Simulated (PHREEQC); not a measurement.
Polishing slurry liquid

A solution holds 0.031 mol TMAH, 0.00033 mol H4SiO4, 0.017 mol CO2 and 0.054 mol NaHCO3 per kg of water, at 25 °C. Closed to the air; pH follows from the charge balance.

The numbers come from PHREEQC with the ion-association model, phreeqc.dat.

Precipitation was switched off in this run.

Problem. What pH does the model give?

Solution. pH 9.29.

Problem. In which forms is Si present?

Solution. H4SiO4 73 %, H3SiO4- 27 % of the Si.

The solution is supersaturated, for example in Quartz (slow to form), so a real one may precipitate; this is no full list. Complexes and solids missing from the database can't appear. (CH3)4N+ isn't in the database: it is added as a free cation with an ion size of 4 Å.
